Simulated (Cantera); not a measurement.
Input (Python, Cantera):

```python
import numpy as np
import cantera as ct

gas = ct.Solution("gri30.yaml")


def delay(T, t_max=10):
    gas.TPX = T, 1600000, {'C3H8': 1, 'O2': 4.55, 'N2': 17.1}
    reactor = ct.IdealGasConstPressureReactor(gas, clone=False)
    net = ct.ReactorNet([reactor])
    net.rtol, net.atol = 1e-8, 1e-16
    while net.time < t_max:
        t_old, T_old = net.time, reactor.T
        net.step()
        if reactor.T > T + 400:  # ignition: a rise of 400 K
            return t_old + (T + 400 - T_old) / (reactor.T - T_old) * (net.time - t_old)
    return np.nan


taus = []
for T in [1173, 1273, 1373, 1473, 1573, 1673]:
    taus.append(delay(T))
    print(f"T0 = {T:6g} K   tau = {taus[-1]:.4e} s")
```

Result:

```
T0 =   1173 K   tau = 1.9118e-03 s
T0 =   1273 K   tau = 3.4956e-04 s
T0 =   1373 K   tau = 7.5801e-05 s
T0 =   1473 K   tau = 2.0974e-05 s
T0 =   1573 K   tau = 7.4792e-06 s
T0 =   1673 K   tau = 3.3295e-06 s
```

Detailed kinetics in Cantera: GRI-Mech 3.0 (53 species, 325 reactions). GRI-Mech 3.0 was tuned for natural gas; its chemistry of propane as a main component is partial and can be far from experiment. The pressure lies above the range GRI-Mech 3.0 was tuned for (to about 10 atm).
